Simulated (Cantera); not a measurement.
## Carbothermic reduction: CuO + CO + H₂

Feed: 1 mol CuO, 1.1 mol CO, 9.4 mol H₂, at 100000 Pa.

Method: chemical equilibrium by Gibbs-energy minimisation in Cantera with the NASA 1993 tables (ideal gas, pure condensed phases). Candidate condensed phases: C, C₆H₆, C₇H₈, C₈H₁₈, Cu, CuO, Cu(OH)₂, Cu₂O, H₂O; 113 gas species. The numbers say what is thermodynamically allowed, not how fast it happens.

From 1948 K to 2273 K the condensed part is Cu(l). The main Cu-bearing gas is Cu throughout. The share of Cu in condensed phases is highest at 1948 K (97.2 %) and lowest at 2273 K (55.6 %).

| T (K) | log p H₂ | log p CO | log p H₂O | log p Cu | log p H | log p CO₂ | n Cu(l) |
|---|---|---|---|---|---|---|---|
| 1948 | -0.10 | -0.99 | -1.04 | -2.58 | -3.00 | -2.57 | 0.972 |
| 1973 | -0.10 | -0.99 | -1.04 | -2.48 | -2.92 | -2.58 | 0.965 |
| 1998 | -0.10 | -0.99 | -1.04 | -2.37 | -2.84 | -2.59 | 0.955 |
| 2023 | -0.10 | -0.99 | -1.04 | -2.27 | -2.77 | -2.60 | 0.943 |
| 2048 | -0.10 | -0.99 | -1.04 | -2.18 | -2.70 | -2.61 | 0.929 |
| 2073 | -0.10 | -0.99 | -1.04 | -2.08 | -2.63 | -2.62 | 0.911 |
| 2098 | -0.10 | -0.99 | -1.04 | -1.99 | -2.56 | -2.62 | 0.890 |
| 2123 | -0.10 | -1.00 | -1.04 | -1.90 | -2.50 | -2.63 | 0.864 |
| 2148 | -0.10 | -1.00 | -1.04 | -1.81 | -2.43 | -2.64 | 0.833 |
| 2173 | -0.11 | -1.00 | -1.04 | -1.73 | -2.37 | -2.65 | 0.795 |
| 2198 | -0.11 | -1.00 | -1.04 | -1.64 | -2.31 | -2.66 | 0.750 |
| 2223 | -0.11 | -1.00 | -1.05 | -1.56 | -2.25 | -2.67 | 0.696 |
| 2248 | -0.11 | -1.01 | -1.05 | -1.48 | -2.19 | -2.68 | 0.632 |
| 2273 | -0.12 | -1.01 | -1.05 | -1.40 | -2.13 | -2.68 | 0.556 |
log p: log10 of the partial pressure in bar; n: condensed amount in mol.
